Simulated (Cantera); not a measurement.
What does this Cantera script print?

```python
import numpy as np
import cantera as ct

gas_names = """
    B BCL BCL2 BCL3 BH BH2 BH3 BN B2 CL CL2 H HCL H2 N NH NH2 NH3 N2 N2H2 N2H4
""".split()
cond_names = """
    B(b) B(L) BN(s) NH4CL(a) NH4CL(b)
""".split()


# ... load() reads the species with a 1 bar reference pressure and builds the phases ...
atoms = {
    'BN': {'B': 1, 'N': 1},
    'Cl2': {'CL': 2},
    'H2': {'H': 2},
}
top_T = {'BN(s)': 3200}  # K; cautious upper limits of use, not melting points


# ... equilibrate(T, P, feed) seeds the gas with the atoms and calls Mixture.equilibrate('TP', solver="vcs", rtol=1e-11, max_steps=5000) ...
results = []
T = 773.15  # K
P = 10000  # Pa
for m in [3.7, 5.2, 7.3, 10, 15, 20, 29]:
    feed = {'BN': 1, 'Cl2': m, 'H2': 23}  # mol
    mix = equilibrate(T, P, feed)
    results.append((T, P, feed, dict(zip(mix.species_names, mix.species_moles))))
    x = sorted(zip(gas.X, gas.species_names), reverse=True)
    print(f"T = {T:g} K  P = {P:g} Pa  n(Cl2) = {m:g} mol  gas = {mix.phase_moles(0):.4g} mol")
    print("   x: " + "  ".join(f"{s} {v:.3e}" for v, s in x if v > 1e-05))
    print("   condensed (mol): " + ("  ".join(f"{mix.phase(i).name} {mix.phase_moles(i):.4g}"
          for i in range(1, mix.n_phases) if mix.phase_moles(i) > 1e-12) or "none"))
```

It prints:

```
T = 773.15 K  P = 10000 Pa  n(Cl2) = 3.7 mol  gas = 26.7 mol
   x: H2 7.228e-01  HCL 2.772e-01
   condensed (mol): BN(s) 1
T = 773.15 K  P = 10000 Pa  n(Cl2) = 5.2 mol  gas = 28.2 mol
   x: H2 6.312e-01  HCL 3.688e-01
   condensed (mol): BN(s) 1
T = 773.15 K  P = 10000 Pa  n(Cl2) = 7.3 mol  gas = 30.3 mol
   x: H2 5.182e-01  HCL 4.818e-01
   condensed (mol): BN(s) 0.9999
T = 773.15 K  P = 10000 Pa  n(Cl2) = 10 mol  gas = 33 mol
   x: HCL 6.060e-01  H2 3.939e-01
   condensed (mol): BN(s) 0.9998
T = 773.15 K  P = 10000 Pa  n(Cl2) = 15 mol  gas = 38 mol
   x: HCL 7.894e-01  H2 2.106e-01  BCL3 2.090e-05  N2 1.039e-05
   condensed (mol): BN(s) 0.9992
T = 773.15 K  P = 10000 Pa  n(Cl2) = 20 mol  gas = 43 mol
   x: HCL 9.300e-01  H2 6.990e-02  BCL3 8.723e-05  N2 4.359e-05
   condensed (mol): BN(s) 0.9962
T = 773.15 K  P = 10000 Pa  n(Cl2) = 29 mol  gas = 52 mol
   x: HCL 8.846e-01  CL2 8.654e-02  BCL3 1.923e-02  N2 9.615e-03
   condensed (mol): none
```

Method: chemical equilibrium by Gibbs-energy minimisation in Cantera with the NASA 1993 tables (ideal gas, pure condensed phases). Gases not in the tables: BHCl2.
